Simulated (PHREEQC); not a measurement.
**Metal-bearing waste water: an equilibrium model**

A solution holds 0.021 mol/kgw CuSO4 and 0.00025 mol/kgw CuCl2, at 25 °C. Closed to the air; pH follows from the charge balance.

Equilibrium calculation in PHREEQC: ion-association model, wateq4f.dat.

| Property | Value |
|---|---|
| pH | 4.76 |
| ionic strength | 0.0538 mol/kgw |

```
species     molality  activity   log γ
----------  --------  --------  ------
Cu+2          0.0135   0.00639  -0.325
SO4-2         0.0133   0.00600  -0.345
CuSO4        0.00772   0.00782   0.005
Cl-         0.000492  0.000397  -0.093
H+           2.02e-5   1.72e-5  -0.070
Cu2(OH)2+2   1.35e-5   6.02e-6  -0.351
```

No solid was allowed to form. Examples of supersaturated solids here: Antlerite, Brochantite. Others may be too. Species that the database lacks are ignored.
